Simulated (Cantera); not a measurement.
A perfectly stirred reactor is fed with 9.91 % H2, 90.1 % O2, at 7.50 Torr; it is held at 1400 K, and followed from long to short residence time.

Cantera simulation using GRI-Mech 3.0 (53 species, 325 reactions); the numbers are that mechanism's predictions, not measurements. Radical loss at walls, strong at low pressure, is not modelled. The temperature is held fixed by assumption; the heat of reaction is taken as removed at once.

Task: Predict: x(H2) at τ = 2.90 s; x(O2) at τ = 2.90 s; x(HO2) at τ = 2.90 s; x(OH) at τ = 2.90 s; x(H2O) at τ = 2.90 s; x(H2) at τ = 0.110 s; x(O2) at τ = 0.110 s; x(HO2) at τ = 0.110 s; x(OH) at τ = 0.110 s; x(H2O) at τ = 0.110 s.

Result: 
```json
{
 "x(H2) at τ = 2.90 s": "0.000257",
 "x(O2) at τ = 2.90 s": "0.890",
 "x(HO2) at τ = 2.90 s": "9.58e-7",
 "x(OH) at τ = 2.90 s": "0.00307",
 "x(H2O) at τ = 2.90 s": "0.102",
 "x(H2) at τ = 0.110 s": "0.00165",
 "x(O2) at τ = 0.110 s": "0.863",
 "x(HO2) at τ = 0.110 s": "2.23e-6",
 "x(OH) at τ = 0.110 s": "0.00768",
 "x(H2O) at τ = 0.110 s": "0.0935"
}
```
